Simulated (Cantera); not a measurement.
Feed: 1 mol SiCl4, 98 mol N2, 0.72 mol H2, held at 6.20 mbar.

Cantera equilibrium calculation (NASA polynomials, part measured and part estimated; ideal gas, pure solids and liquids). Candidate condensed phases: NH4Cl, Si, Si3N4; 28 gas species. N2 is the only nitrogen source here; it is nearly inert below about 1500 K, so the nitride shown seldom forms there in practice. Equilibrium is a limit: real reactors are often held back by kinetics, nucleation or transport.

### Question
Which condensed phases are stable at each of these points (T (°C)): 550, 625, 700, 775, 850, 925, 1000, 1075, 1150, 1225?

### Answer
```
T (°C)  condensed phases  Si condensed (%)
------  ----------------  ----------------
550             Si3N4(s)              32.3
625             Si3N4(s)              32.8
700             Si3N4(s)              33.2
775             Si3N4(s)              33.5
850             Si3N4(s)              33.2
925             Si3N4(s)              31.4
1000            Si3N4(s)              24.5
1075            Si3N4(s)               6.4
1150            gas only               0.0
1225            gas only               0.0
```

From 550 °C to 1075 °C the condensed part is Si3N4(s). From 1150 °C to 1225 °C nothing is condensed.
